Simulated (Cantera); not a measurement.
Feed: 1 mol CaCO₃, 0.86 mol H₂, equilibrated at 1577 °C and 1.00 bar.

Cantera equilibrium calculation (NASA polynomials, part measured and part estimated; ideal gas, pure solids and liquids). Candidate condensed phases: C, C₆H₆, C₇H₈, C₈H₁₈, Ca, CaCO₃, CaO, Ca(OH)₂, H₂O; 115 gas species. Rates play no part.

Base state: CO 0.331, H₂O 0.331, CO₂ 0.207, H₂ 0.132, H 0.000195, OH 3.63e-5 (mole fractions); condensed: CaO(s).

**Question.** What changes in the equilibrium state with this change: H₂ from 0.86 to 0.18 mol?

**Answer.** 
```tsv
species	before	after
CO₂	0.207	0.702
CO	0.331	0.145
H₂O	0.331	0.145
H₂	0.132	0.00746
H	0.000195	4.65e-5
OH	3.63e-5	6.68e-5
CaO(s), mol	1.000	1.000
```

**Question.** What changes in the equilibrium state with this change: H₂ from 0.86 to 9.4 mol?

**Answer.** 
| species | before | after |
|---|---|---|
| H₂ | 0.132 | 0.810 |
| CO | 0.331 | 0.0934 |
| H₂O | 0.331 | 0.0934 |
| CO₂ | 0.207 | 0.00268 |
| OH | 3.63e-5 | 4.13e-6 |
| H | 0.000195 | 0.000485 |
| CaO(s), mol | 1.000 | 1.000 |
